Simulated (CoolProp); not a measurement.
n-decane along the isobar 101 kPa: Z from the reference equation and from simpler models built on Tc = 617.7 K, pc = 2101 kPa, ω = 0.488; each cubic takes its own stable root.

Model: reference Helmholtz-energy equation of state, Lemmon 2006, in CoolProp. It is a short technical equation, of lower accuracy than the large ones.

| T (K) | phase | reference | van der Waals | Soave-Redlich-Kwong |
|---|---|---|---|---|
| 276.1 | liquid | ___ | ___ | 0.01032 |
| 283.8 | liquid | 0.008256 | 0.01561 | 0.01009 |
| 291.5 | liquid | ___ | 0.01529 | 0.009878 |
| 299.2 | liquid | 0.007960 | 0.01500 | 0.009677 |
| 306.9 | liquid | 0.007825 | 0.01473 | 0.009488 |
| 314.5 | liquid | 0.007699 | 0.01447 | 0.009313 |
| 322.2 | liquid | 0.007579 | 0.01423 | 0.009146 |
| 329.9 | liquid | 0.007465 | 0.01400 | 0.008989 |
| 337.6 | liquid | ___ | 0.9396 | 0.008842 |
| 345.3 | liquid | 0.007257 | 0.9427 | 0.008705 |
| 353 | liquid | 0.007162 | 0.9456 | 0.008576 |
| 360.6 | liquid | 0.007074 | 0.9482 | 0.008456 |
| 368.3 | liquid | ___ | 0.9507 | 0.008344 |
| 376 | liquid | 0.006911 | 0.9530 | 0.008239 |

### Question
Complete the blanks.

### Answer

- 276.1, reference: 0.008418
- 276.1, van der Waals: 0.01594
- 291.5, reference: 0.008103
- 337.6, reference: 0.007358
- 368.3, reference: 0.006990

At some of these states van der Waals gives the other phase, because its saturation line lies elsewhere.
